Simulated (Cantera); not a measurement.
Cantera run:

```python
import numpy as np
import cantera as ct

gas_names = """
    AL ALH ALN AL2 H H2 N NH NH2 NH3 N2 N2H2 N2H4
""".split()
cond_names = """
    AL(cr) AL(L) ALN(s)
""".split()


# ... load() reads the species with a 1 bar reference pressure and builds the phases ...
atoms = {
    'Al': {'AL': 1},
    'NH3': {'N': 1, 'H': 3},
    'N2': {'N': 2},
}
top_T = {'ALN(s)': 2750}  # K; cautious upper limits of use, not melting points


# ... equilibrate(T, P, feed) seeds the gas with the atoms and calls Mixture.equilibrate('TP', solver="vcs", rtol=1e-11, max_steps=5000) ...
results = []
feed = {'Al': 1, 'NH3': 49, 'N2': 7.1}  # mol
T = 1723.15  # K
for P in [10, 63, 400, 2500, 16000, 100000]:
    mix = equilibrate(T, P, feed)
    results.append((T, P, feed, dict(zip(mix.species_names, mix.species_moles))))
    x = sorted(zip(gas.X, gas.species_names), reverse=True)
    print(f"T = {T:g} K  P = {P:g} Pa  gas = {mix.phase_moles(0):.4g} mol")
    print("   x: " + "  ".join(f"{s} {v:.3e}" for v, s in x if v > 0.0001))
    print("   condensed (mol): " + ("  ".join(f"{mix.phase(i).name} {mix.phase_moles(i):.4g}"
          for i in range(1, mix.n_phases) if mix.phase_moles(i) > 1e-12) or "none"))
```

Result:

```
T = 1723.15 K  P = 10 Pa  gas = 106.9 mol
   x: H2 6.800e-01  N2 2.956e-01  H 1.506e-02  AL 9.311e-03
   condensed (mol): none
T = 1723.15 K  P = 63 Pa  gas = 105.8 mol
   x: H2 6.919e-01  N2 2.967e-01  H 6.052e-03  AL 5.280e-03
   condensed (mol): ALN(s) 0.435
T = 1723.15 K  P = 400 Pa  gas = 104.8 mol
   x: H2 7.003e-01  N2 2.970e-01  H 2.416e-03  AL 3.299e-04
   condensed (mol): ALN(s) 0.9644
T = 1723.15 K  P = 2500 Pa  gas = 104.7 mol
   x: H2 7.018e-01  N2 2.972e-01  H 9.675e-04
   condensed (mol): ALN(s) 0.9976
T = 1723.15 K  P = 16000 Pa  gas = 104.6 mol
   x: H2 7.023e-01  N2 2.973e-01  H 3.826e-04
   condensed (mol): ALN(s) 0.9998
T = 1723.15 K  P = 100000 Pa  gas = 104.6 mol
   x: H2 7.025e-01  N2 2.973e-01  H 1.531e-04
   condensed (mol): ALN(s) 1
```

Cantera equilibrium calculation (NASA polynomials, part measured and part estimated; ideal gas, pure solids and liquids).
